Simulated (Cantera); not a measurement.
Input: 1 mol c-C₄F₈, 0.2 mol CH₄, held at 1698 K.

Method: chemical equilibrium by Gibbs-energy minimisation in Cantera with the NASA 1993 tables (ideal gas, pure condensed phases). Candidate condensed phases: C, C₆H₆, C₇H₈, C₈H₁₈; 95 gas species. The feed counts by its element totals alone. Gases not in the tables: C₂F₆ and larger saturated fluorocarbons. The numbers say what is thermodynamically allowed, not how fast it happens.

Problem. At 27.8 Torr, list the 4 most abundant gas species with their mole fractions, and the condensed phases.

Solution. CF₄ 0.689, HF 0.307, CF₂ 0.00250, CF₃ 0.000449. Condensed: C(graphite).
